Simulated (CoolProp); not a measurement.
CF4 (R14) along the isobar 82.4 bar: fugacity coefficient from the reference equation and from simpler models built on Tc = 227.4 K, pc = 37.62 bar, ω = 0.178; each cubic takes its own stable root.

Model: reference Helmholtz-energy equation of state, Platzer 1990, in CoolProp. This equation is an older, rougher fit; its heat capacities, sound speeds and derivatives of the liquid may be far off and weren't checked against measurements.

```
T (K)          phase  reference
-----  -------------  ---------
128.7         liquid   0.004814
151           liquid    0.02496
173.2         liquid    0.07725
195.4         liquid     0.1720
217.7         liquid     0.3059
239.9  supercritical     0.4584
262.1  supercritical     0.5961
284.4  supercritical     0.6963
306.6  supercritical     0.7687
328.8  supercritical     0.8238
351    supercritical     0.8671
373.3  supercritical     0.9018
395.5  supercritical     0.9299
417.7  supercritical     0.9528
440    supercritical     0.9718
462.2  supercritical     0.9875
```

Q: How far does each simpler model (van der Waals, Soave-Redlich-Kwong, Peng-Robinson) lie from the reference over these 16 states: mean and median of the absolute difference, and the worst?

A: 
- van der Waals: mean 91.4 %, median 6.7 %, worst +876.5 % at 128.7 K and 82.4 bar
- Soave-Redlich-Kwong: mean 1.9 %, median 2.1 %, worst +3.1 % at 217.7 K and 82.4 bar
- Peng-Robinson: mean 2.5 %, median 2.5 %, worst -3.4 % at 262.1 K and 82.4 bar
